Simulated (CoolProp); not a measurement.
n-nonane at several states: Z from the reference equation and from simpler models built on Tc = 321.4 °C, pc = 2282 kPa, ω = 0.443; each cubic takes its own stable root.

The numbers come from the reference Helmholtz-energy equation of state, Lemmon 2006 in CoolProp. It is a short technical equation, of lower accuracy than the large ones.

| T (°C) | p (kPa) | phase | reference | van der Waals | Redlich-Kwong |
|---|---|---|---|---|---|
| 197.65 | 1110 | liquid | 0.06432 | ___ | ___ |
| 281.55 | 104 | gas | 0.9790 | 0.9838 | 0.9808 |
| 22.55 | 690 | liquid | ___ | ___ | 0.06223 |
| 218.95 | 3040 | liquid | ___ | 0.3001 | ___ |

Problem. Fill in the missing entries.

Solution. 
- 197.65, van der Waals: 0.1168
- 197.65, Redlich-Kwong: 0.08226
- 22.55, reference: 0.05024
- 22.55, van der Waals: 0.09222
- 218.95, reference: 0.1734
- 218.95, Redlich-Kwong: 0.2181
